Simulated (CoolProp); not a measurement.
A simple Rankine cycle with n-perfluorobutane: condensing at 326.15 K, boiler at 1.78 MPa, turbine inlet 388.4 K, turbine efficiency 0.7, pump efficiency 0.6, no recuperator. Each further row changes one setting.

The numbers come from the reference Helmholtz-energy equation of state, Gao 2022 in CoolProp.

| case | thermal efficiency (%) | net work (kJ/kg) | heat in (kJ/kg) | turbine exit temperature (K) | volume ratio over the turbine |
|---|---|---|---|---|---|
| as stated | 5.3 | 6.50 | 122 | 367.2 | 3.72 |
| turbine inlet 408.4 K | ? | 7.43 | 144 | 389.3 | 3.43 |
| condensing temperature 318.15 K | 6.2 | 8.11 | 132 | ? | ? |
| boiler pressure 1.25 MPa | 3.9 | 5.02 | 130 | 376.4 | 2.28 |
| turbine efficiency 0.6 | 4.4 | 5.37 | 122 | 368.4 | 3.74 |

Question: Fill in the missing entries.

Answer: 
- turbine inlet 408.4 K, thermal efficiency (%): 5.1
- condensing temperature 318.15 K, turbine exit temperature (K): 364.3
- condensing temperature 318.15 K, volume ratio over the turbine: 4.69
